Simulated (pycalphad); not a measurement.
# Effect of B content in Ti-Hf-B

All values are pycalphad results on the COST 507 light-alloy database (1999) (1 atm), not direct measurements. These are 1990s assessments: newer ones move some temperatures and phases. Phase fractions are per mole of atoms. Kinetics are ignored, which matters at the lower temperatures.

```csv
alloy,liquidus (°C),first solid,solidus (°C),phases at 227 °C
Ti-1.29Hf-0.37B (at.%),1657,bcc,1541,"hcp 0.99, BM 0.01"
Ti-1.29Hf-1.46B (at.%),1634,bcc,1541,"hcp 0.97, BM 0.03"
Ti-1.29Hf-2.19B (at.%),?,bcc,1541,?
Ti-1.29Hf-4.38B (at.%),1579,bcc,1541,"hcp 0.91, BM 0.09"
Ti-1.29Hf-5.84B (at.%),1556,bcc,1541,"hcp 0.88, BM 0.12"
```

What belongs in the gaps?


- Ti-1.29Hf-2.19B (at.%), liquidus (°C): 1619
- Ti-1.29Hf-2.19B (at.%), phases at 227 °C: hcp 0.96, BM 0.04

Database names, with the compositions (at.%) that they take in these runs: BM: Ti 50 B 50.
